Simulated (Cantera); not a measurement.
What does this Cantera script print?

```python
import numpy as np
import cantera as ct

gas = ct.Solution("gri30.yaml", transport_model="mixture-averaged")
show = ['H', 'NO', 'OH']

rows = []
print(f"{'T/K':>7s}{'rho':>11s}{'cp':>10s}{'mu':>11s}{'lambda':>11s}{'Pr':>7s}" + "".join(f"{'D_' + s:>11s}" for s in show))
for T in [400, 500, 600, 700, 800, 900]:
    gas.TPX = T, 290, {'N2O': 0.74}
    Pr = gas.cp_mass * gas.viscosity / gas.thermal_conductivity
    D = [gas.mix_diff_coeffs_mole[gas.species_index(s)] for s in show]
    rows.append([gas.density, gas.cp_mass, gas.viscosity, gas.thermal_conductivity, Pr, *D])
    print(f"{T:7g}{gas.density:11.4e}{gas.cp_mass:10.1f}{gas.viscosity:11.4e}"
          f"{gas.thermal_conductivity:11.4e}{Pr:7.3f}" + "".join(f"{d:11.4e}" for d in D))
print("SI units: kg/m3, J/kg/K, Pa s, W/m/K, m2/s")
```

Result:

```
    T/K        rho        cp         mu     lambda     Pr        D_H       D_NO       D_OH
    400 3.8378e-03     970.3 1.9459e-05 2.5465e-02  0.741 5.8012e-02 9.0234e-03 1.4349e-02
    500 3.0703e-03    1042.5 2.3570e-05 3.3205e-02  0.740 8.6773e-02 1.3394e-02 2.1227e-02
    600 2.5585e-03    1101.3 2.7324e-05 4.0717e-02  0.739 1.1981e-01 1.8396e-02 2.9090e-02
    700 2.1930e-03    1150.2 3.0799e-05 4.7945e-02  0.739 1.5679e-01 2.3985e-02 3.7869e-02
    800 1.9189e-03    1191.6 3.4048e-05 5.4884e-02  0.739 1.9747e-01 3.0126e-02 4.7510e-02
    900 1.7057e-03    1226.6 3.7113e-05 6.1547e-02  0.740 2.4165e-01 3.6791e-02 5.7972e-02
SI units: kg/m3, J/kg/K, Pa s, W/m/K, m2/s
```

Model: GRI-Mech 3.0 (53 species, 325 reactions), integrated in Cantera.
